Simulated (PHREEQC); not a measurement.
A made-up water analysis in mmol/kgw, 25 °C, pH 3.45, pe 8.9: Na 2.79; K 3.52; Ca 1.51; Mg 0.129; Cl 2.1; S(6) 4.1; Si 0.00146; Mn(2) 0.0112; Cu(2) 0.142; Zn 0.181; Br 0.00138.

Na is adjusted to close the charge balance.
Valence states are taken as typed.

The numbers come from PHREEQC with the ion-association model, wateq4f.dat.

Precipitation was switched off in this run.

### Question
Estimate the ionic strength.

### Answer
ionic strength 0.0143 mol/kgw.

### Question
In which forms is Ca present?

### Answer
Ca+2 78 %, CaSO4 21 % of the Ca.
